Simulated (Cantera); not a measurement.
Equilibrium for silicon nitride deposition: Si2Cl6 + N2 + NH3

Feed: 1 mol Si2Cl6, 63 mol N2, 1.1 mol NH3, at 270 Pa.

These are equilibrium values from Cantera (NASA tables, ideal gas, pure condensed phases), not measurements of a reactor. Candidate condensed phases: NH4Cl, Si, Si3N4; 28 gas species. The feed counts by its element totals alone. The tables' values for SiCl3 are old estimates; treat these amounts as uncertain. Kinetics and transport are ignored.

```
T (K)   x N2   x HCl  x SiCl4     x H2   x SiCl2  n Si3N4(s)
-----  -----  ------  -------  -------  --------  ----------
1000   0.942  0.0426   0.0118  0.00348   3.06e-6       0.403
1025   0.942  0.0428   0.0118  0.00336   6.98e-6       0.404
1050   0.942  0.0430   0.0117  0.00325   1.53e-5       0.405
1075   0.942  0.0432   0.0116  0.00316   3.22e-5       0.405
1100   0.942  0.0434   0.0115  0.00307   6.54e-5       0.405
1125   0.942  0.0435   0.0113  0.00299  0.000128       0.405
1150   0.942  0.0437   0.0111  0.00292  0.000244       0.404
1175   0.941  0.0438   0.0108  0.00287  0.000449       0.401
1200   0.941  0.0438   0.0104  0.00283  0.000801       0.396
1225   0.941  0.0438  0.00984  0.00282   0.00138       0.387
1250   0.940  0.0437  0.00908  0.00283   0.00230       0.375
```
x: gas mole fraction; n: condensed amount in mol.

From 1000 K to 1250 K the condensed part is Si3N4(s). The main Si-bearing gas is SiCl4 throughout.
